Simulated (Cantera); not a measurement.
An adiabatic, constant-pressure homogeneous reactor starts with 6.50 % CH4, 3.70 % CO, 8.25 % O2, 75.4 % N2, 6.17 % H2O, equivalence ratio 1.8, at 1525 K and 1000000 Pa.

Computed with Cantera and GRI-Mech 3.0 (53 species, 325 reactions).

Question: Predict: time of steepest temperature rise; temperature at 0.200 s; equilibrium temperature; x(CO) at 0.200 s; x(O2) at 0.200 s; x(NO) at 0.200 s; x(H2O) at 0.200 s; x(CH2O) at 0.200 s.

Answer: 
| Property | Result |
|---|---|
| time of steepest temperature rise | 0.586 ms |
| temperature at 0.200 s | 2211 K |
| equilibrium temperature | 2211 K |
| x(CO) at 0.200 s | 0.0688 (gas-phase equilibrium 0.0688) |
| x(O2) at 0.200 s | 7.32e-7 (gas-phase equilibrium 7.32e-7) |
| x(NO) at 0.200 s | 2.32e-5 (gas-phase equilibrium 2.32e-5) |
| x(H2O) at 0.200 s | 0.126 (gas-phase equilibrium 0.126) |
| x(CH2O) at 0.200 s | 1.58e-8 (gas-phase equilibrium 1.58e-8) |
